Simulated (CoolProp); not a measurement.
Values from CoolProp's reference Helmholtz-energy equation of state, Schroeder 2014.

Question: Give the vapour pressure (MPa), vapour density (kg/m³), liquid cp (kJ/(kg K)), surface tension (mN/m) of saturated ethanol at 114.35 °C.

Answer: 
```
T (°C)  p (MPa)  vapour density (kg/m³)  liquid cp (kJ/(kg K))  surface tension (mN/m)
------  -------  ----------------------  ---------------------  ----------------------
114.35    0.359                    5.54                   3.35                    13.2
```

Surface tension comes from a separate correlation (Mulero 2012).
